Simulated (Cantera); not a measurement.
What does this Cantera script print?

```python
import numpy as np
import cantera as ct

gas_names = """
    AL ALCL ALCL2 ALCL3 ALO ALOCL ALO2 AL2 AL2CL6 AL2O AL2O2 CL CLO CL2 O O2 O3
""".split()
cond_names = """
    AL(cr) AL(L) ALCL3(s) ALCL3(L) AL2O3(a) AL2O3(L)
""".split()


# ... load() reads the species with a 1 bar reference pressure and builds the phases ...
atoms = {
    'Al2O3': {'AL': 2, 'O': 3},
    'Cl2': {'CL': 2},
    'O2': {'O': 2},
}
top_T = {}  # K; cautious upper limits of use, not melting points


# ... equilibrate(T, P, feed) seeds the gas with the atoms and calls Mixture.equilibrate('TP', solver="vcs", rtol=1e-11, max_steps=5000) ...
results = []
feed = {'Al2O3': 1, 'Cl2': 0.68, 'O2': 0.78}  # mol
P = 4.3  # Pa
for T in [1348, 1398, 1448, 1498, 1548, 1598, 1648, 1698, 1748]:
    mix = equilibrate(T, P, feed)
    results.append((T, P, feed, dict(zip(mix.species_names, mix.species_moles))))

top = {s: max(r[3][s] / sum(r[3][g] for g in gas_names) for r in results) for s in gas_names}
cols = sorted((s for s in top if top[s] > 1e-05), key=lambda s: -top[s])[:8]
seen = [c for c in cond_names if any(r[3].get(c, 0) > 1e-12 for r in results)]
print("log10 of partial pressures in bar; condensed amounts in mol")
print(f"{'T/K':>10s}" + "".join(f"{s[:9]:>10s}" for s in cols + seen))
for T, P, feed, n in results:
    ng = sum(n[g] for g in gas_names)
    print(f"{T:10.4g}" + "".join(f"{np.log10(max(n[s] / ng * P / 1e5, 1e-99)):10.3f}" for s in cols)
          + "".join(f"{n.get(c, 0):10.4g}" for c in seen))
```

Output:

```
log10 of partial pressures in bar; condensed amounts in mol
       T/K        CL        O2       CL2         O       CLO     ALOCL  AL2O3(a)
      1348    -4.604    -4.787    -5.753    -8.783    -8.514   -12.375         1
      1398    -4.583    -4.796    -6.060    -8.436    -8.530   -11.862         1
      1448    -4.573    -4.801    -6.364    -8.110    -8.553   -11.395         1
      1498    -4.568    -4.803    -6.658    -7.805    -8.578   -10.966         1
      1548    -4.566    -4.804    -6.937    -7.520    -8.603   -10.568         1
      1598    -4.565    -4.805    -7.202    -7.252    -8.628   -10.197         1
      1648    -4.565    -4.806    -7.451    -7.000    -8.652    -9.849         1
      1698    -4.565    -4.808    -7.687    -6.763    -8.676    -9.524         1
      1748    -4.565    -4.810    -7.911    -6.540    -8.699    -9.218         1
```

Equilibrium computed with Cantera from the NASA thermochemical tables; the gas is ideal and each condensed phase is pure.
